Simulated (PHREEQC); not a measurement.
Make-up at 51 °C: 0.27 mol MnSO4, 0.0031 mol KNO3 and 7e-05 mol ZnSO4 per kg of water. Closed to the air; pH follows from the charge balance.

Computed with PHREEQC (ion-association model, phreeqc.dat).

Each row changes one thing in this solution. No solid was allowed to form.

| case | pH | ionic strength (mol/kgw) | MnSO4 (mol/kgw) | Mn+2 (mol/kgw) | SO4-2 (mol/kgw) | MnOH+ (mol/kgw) |
|---|---|---|---|---|---|---|
| as made | 5.99 | 0.456 | 0.157 | 0.114 | 0.113 | 7.07e-6 |
| ZnSO4 replaced by K2SO4 at the same molality | 5.99 | 0.456 | 0.157 | 0.114 | 0.113 | 7.09e-6 |
| KNO3 left out | 5.99 | 0.452 | 0.157 | 0.113 | 0.113 | 7.07e-6 |
| ZnSO4 left out | 5.99 | 0.456 | 0.157 | 0.114 | 0.113 | 7.09e-6 |
| diluted 5-fold with water | 6.07 | 0.111 | … | 0.0275 | 0.0274 | 2.83e-6 |
| diluted 100-fold with water | 6.29 | 0.00852 | … | 0.00212 | 0.00212 | 5.67e-7 |
| temperature from 51 to 65 °C | 5.86 | 0.423 | 0.165 | 0.105 | 0.105 | 1.22e-5 |
| ZnSO4 from 7e-05 to 1.4e-05 mol/kgw | 5.99 | 0.456 | 0.157 | 0.114 | 0.113 | 7.09e-6 |
| ZnSO4 replaced by ZnBr2 at the same molality | 5.99 | 0.456 | 0.157 | 0.114 | 0.113 | 7.07e-6 |

### Question
Some entries are withheld; supply them.

### Answer

- diluted 5-fold with water, MnSO4 (mol/kgw): 0.0265
- diluted 100-fold with water, MnSO4 (mol/kgw): 0.000578

Away from 25 °C the constants follow the database's enthalpies or fits; those with neither stay at their 25 °C values.
